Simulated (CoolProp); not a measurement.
The numbers come from the reference Helmholtz-energy equation of state, Bücker 2006 in CoolProp.

### Question
Give the vapour pressure (kPa), liquid density (kg/m³), surface tension (mN/m), vapour viscosity (µPa s) of saturated isobutane at 39.75, 49.25, 54.05 °C.

### Answer
```csv
T (°C),p (kPa),liquid density (kg/m³),surface tension (mN/m),vapour viscosity (µPa s)
39.75,528,532,8.38,7.91
49.25,672,518,7.36,8.19
54.05,756,512,6.85,8.35
```

Viscosity comes from a separate model (Vogel 2000). Surface tension comes from a separate correlation (Mulero 2012).
